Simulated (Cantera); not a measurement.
A freely propagating, adiabatic, planar premixed flame of H₂ : O₂ : N₂ : H₂O = 1 : 0.208 : 0.783 : 0.074 (molar parts), equivalence ratio 2.4, unburnt at 325 K and 0.148 atm; unity-Lewis-number transport, grid criteria slope 0.08 and curve 0.16, no radiation.

Model: the H2/O2 subset of GRI-Mech 3.0, which has no nitrogen chemistry, integrated in Cantera. Unity Lewis numbers drop preferential diffusion, which matters most where H2 and H carry the flame. Burning velocities carry a grid error of a few per cent, more on coarse grids.

x: mole fraction of selected species; z is measured from the peak of heat release.

```
z (mm)       T (K)  u (m/s)   x H₂      x O₂       x H₂O       x HO₂         x O         x H
------  ----------  -------  -----  --------  ----------  ----------  ----------  ----------
-11.8          325     1.41  0.484     0.101      0.0358       <1e-8       <1e-8       <1e-8
-7.87          325     1.41  0.484     0.101      0.0358     1.43e-8       <1e-8       <1e-8
-5.90          325     1.41  0.484     0.101      0.0358     8.88e-8       <1e-8       <1e-8
-3.93          326     1.41  0.484     0.101      0.0360  (withheld)  (withheld)       <1e-8
-1.97   (withheld)     1.64  0.479    0.0976  (withheld)  (withheld)  (withheld)  (withheld)
-0.983         650     2.76  0.447    0.0802      0.0813     4.59e-5    0.000117     0.00473
0             1012     4.21  0.354    0.0400       0.166     1.15e-5     0.00109      0.0434
0.983         1226     5.04  0.275   0.00807       0.232     1.91e-6     0.00103      0.0831
1.97          1326     5.41  0.261   0.00111       0.248     2.35e-7    0.000486      0.0848
3.93          1426     5.78  0.268  0.000175       0.252     3.41e-8    0.000355      0.0716
7.87          1529     6.14  0.279  0.000115       0.254     2.14e-8    0.000273      0.0557
15.7          1626     6.48  0.289   7.15e-5       0.256     1.35e-8    0.000176      0.0406
31.5          1708     6.76  0.297   3.74e-5       0.259       <1e-8     9.53e-5      0.0278
```

What belongs in the gaps?


- -3.93, x HO₂: 1.32e-6
- -3.93, x O: 2.21e-8
- -1.97, T (K): 380
- -1.97, x H₂O: 0.0427
- -1.97, x HO₂: 7.37e-5
- -1.97, x O: 4.11e-6
- -1.97, x H: 1.52e-5
